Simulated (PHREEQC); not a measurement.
Dissolve 0.25 mol TMAH and 0.073 mol K2SO4 per kg of water at 20 °C. Closed to the air; pH follows from the charge balance.

The numbers come from PHREEQC with the ion-association model, phreeqc.dat.

This is a speciation only: nothing precipitates in the calculation.

Question: What pH, activity of water does the model give?

Answer: pH 13.38; activity of water 0.988.

Question: In which forms is S present?

Answer: SO4-2 85 %, KSO4- 15 % of the S.

(CH3)4N+ isn't in the database: it is added as a free cation with an ion size of 4 Å.
